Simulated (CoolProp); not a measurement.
A simple Rankine cycle with R1336mzz(Z): condensing at 312.15 K, boiler at 0.928 MPa, turbine inlet 425.2 K, turbine efficiency 0.85, pump efficiency 0.8, no recuperator. Each further row changes one setting.

The numbers come from the reference Helmholtz-energy equation of state, McLinden 2020 in CoolProp.

```
case                             thermal efficiency (%)  net work (kJ/kg)  heat in (kJ/kg)  turbine exit temperature (K)  volume ratio over the turbine
-------------------------------  ----------------------  ----------------  ---------------  ----------------------------  -----------------------------
as stated                                          12.0              31.4              262                         383.4                           7.75
turbine inlet 445.2 K                        (withheld)        (withheld)       (withheld)                         403.8                           7.59
condensing temperature 304.15 K                    13.3              36.0              271                    (withheld)                     (withheld)
boiler pressure 0.65 MPa                           10.1              26.9              266                         392.2                     (withheld)
turbine efficiency 0.75                            10.6        (withheld)              262                    (withheld)                           7.83
```

Q: What belongs in the gaps?

A: 
- turbine inlet 445.2 K, thermal efficiency (%): 11.8
- turbine inlet 445.2 K, net work (kJ/kg): 33.5
- turbine inlet 445.2 K, heat in (kJ/kg): 284
- condensing temperature 304.15 K, turbine exit temperature (K): 378.4
- condensing temperature 304.15 K, volume ratio over the turbine: 10.3
- boiler pressure 0.65 MPa, volume ratio over the turbine: 5.26
- turbine efficiency 0.75, net work (kJ/kg): 27.7
- turbine efficiency 0.75, turbine exit temperature (K): 387.2
